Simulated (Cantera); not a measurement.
Feed: 1 mol CuO, 0.67 mol CH₄, 0.11 mol H₂, held at 75.0 Torr.

These are equilibrium values from Cantera (NASA tables, ideal gas, pure condensed phases), not measurements of a reactor. Candidate condensed phases: C, C₆H₆, C₇H₈, C₈H₁₈, Cu, CuO, Cu(OH)₂, Cu₂O, H₂O; 113 gas species. Rates play no part.

x: gas mole fraction; n: condensed amount in mol.

```json
[
 {"T (K)": "1050", "x H₂": "0.582", "x CO": "0.262", "x H₂O": "0.102", "x CO₂": "0.0540", "x Cu": "1.05e-9", "x H": "(withheld)", "x Cu₂": "<1e-12", "n Cu(s)": "1.00", "n Cu(l)": "0"},
 {"T (K)": "1150", "x H₂": "0.573", "x CO": "0.272", "x H₂O": "0.111", "x CO₂": "0.0444", "x Cu": "2.89e-8", "x H": "(withheld)", "x Cu₂": "<1e-12", "n Cu(s)": "1.00", "n Cu(l)": "0"},
 {"T (K)": "1250", "x H₂": "0.566", "x CO": "0.279", "x H₂O": "0.118", "x CO₂": "0.0373", "x Cu": "4.64e-7", "x H": "(withheld)", "x Cu₂": "2.29e-11", "n Cu(s)": "1.000", "n Cu(l)": "0"},
 {"T (K)": "1350", "x H₂": "0.560", "x CO": "0.284", "x H₂O": "0.124", "x CO₂": "0.0319", "x Cu": "4.89e-6", "x H": "(withheld)", "x Cu₂": "6.42e-10", "n Cu(s)": "1.000", "n Cu(l)": "0"},
 {"T (K)": "1450", "x H₂": "0.556", "x CO": "0.288", "x H₂O": "0.128", "x CO₂": "0.0278", "x Cu": "3.44e-5", "x H": "(withheld)", "x Cu₂": "9.64e-9", "n Cu(s)": "0", "n Cu(l)": "1.000"},
 {"T (K)": "1550", "x H₂": "0.553", "x CO": "0.291", "x H₂O": "0.131", "x CO₂": "0.0247", "x Cu": "0.000186", "x H": "(withheld)", "x Cu₂": "9.94e-8", "n Cu(s)": "0", "n Cu(l)": "1.000"},
 {"T (K)": "1650", "x H₂": "0.550", "x CO": "0.294", "x H₂O": "0.133", "x CO₂": "0.0222", "x Cu": "0.000812", "x H": "(withheld)", "x Cu₂": "7.62e-7", "n Cu(s)": "0", "n Cu(l)": "0.998"},
 {"T (K)": "1750", "x H₂": "0.546", "x CO": "0.295", "x H₂O": "0.135", "x CO₂": "0.0201", "x Cu": "0.00299", "x H": "(withheld)", "x Cu₂": "4.58e-6", "n Cu(s)": "0", "n Cu(l)": "0.994"},
 {"T (K)": "1850", "x H₂": "0.541", "x CO": "0.294", "x H₂O": "0.136", "x CO₂": "0.0184", "x Cu": "0.00950", "x H": "(withheld)", "x Cu₂": "2.25e-5", "n Cu(s)": "0", "n Cu(l)": "0.980"},
 {"T (K)": "1950", "x H₂": "0.529", "x CO": "0.290", "x H₂O": "0.134", "x CO₂": "0.0168", "x Cu": "0.0267", "x H": "(withheld)", "x Cu₂": "9.27e-5", "n Cu(s)": "0", "n Cu(l)": "0.941"}
]
```

Problem. Fill in the missing entries.

Solution. 
- 1050, x H: 1.96e-8
- 1150, x H: 1.79e-7
- 1250, x H: 1.15e-6
- 1350, x H: 5.64e-6
- 1450, x H: 2.23e-5
- 1550, x H: 7.41e-5
- 1650, x H: 0.000213
- 1750, x H: 0.000544
- 1850, x H: 0.00125
- 1950, x H: 0.00264
